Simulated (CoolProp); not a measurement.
Vapour-liquid equilibrium of n-heptane (1) + n-dodecane (2) at 3.25 bar; x and y are mole fractions of (1).

Model: multi-fluid Helmholtz-energy mixture model, Span 2003 and Lemmon 2004; pair parameters Bell 2016, in CoolProp.

```json
[
 {"x": "0.05", "bubble temperature (K)": "532.4", "y at the bubble point": "0.224", "dew temperature at overall composition x (K)": "[?]", "liquid density (mol/L)": "3.284"},
 {"x": "0.15", "bubble temperature (K)": "[?]", "y at the bubble point": "0.554", "dew temperature at overall composition x (K)": "536.8", "liquid density (mol/L)": "[?]"},
 {"x": "0.25", "bubble temperature (K)": "487.2", "y at the bubble point": "0.746", "dew temperature at overall composition x (K)": "530.8", "liquid density (mol/L)": "3.799"},
 {"x": "0.35", "bubble temperature (K)": "470.4", "y at the bubble point": "0.852", "dew temperature at overall composition x (K)": "524.1", "liquid density (mol/L)": "4.042"},
 {"x": "0.45", "bubble temperature (K)": "457.0", "y at the bubble point": "0.910", "dew temperature at overall composition x (K)": "516.8", "liquid density (mol/L)": "[?]"},
 {"x": "0.55", "bubble temperature (K)": "446.4", "y at the bubble point": "0.945", "dew temperature at overall composition x (K)": "508.4", "liquid density (mol/L)": "4.514"},
 {"x": "0.65", "bubble temperature (K)": "437.9", "y at the bubble point": "0.966", "dew temperature at overall composition x (K)": "[?]", "liquid density (mol/L)": "4.753"},
 {"x": "0.75", "bubble temperature (K)": "430.8", "y at the bubble point": "0.980", "dew temperature at overall composition x (K)": "486.7", "liquid density (mol/L)": "4.999"},
 {"x": "0.85", "bubble temperature (K)": "424.7", "y at the bubble point": "[?]", "dew temperature at overall composition x (K)": "470.7", "liquid density (mol/L)": "5.257"},
 {"x": "0.95", "bubble temperature (K)": "419.3", "y at the bubble point": "0.997", "dew temperature at overall composition x (K)": "444.5", "liquid density (mol/L)": "5.528"}
]
```

### Question
Complete the blanks.

### Answer

- 0.05, dew temperature at overall composition x (K): 542.5
- 0.15, bubble temperature (K): 508.1
- 0.15, liquid density (mol/L): 3.546
- 0.45, liquid density (mol/L): 4.278
- 0.65, dew temperature at overall composition x (K): 498.7
- 0.85, y at the bubble point: 0.990

No azeotrope shows between x = 0.05 and 0.95.

The pair parameters rest on a limited set of measurements; away from them the model extrapolates.
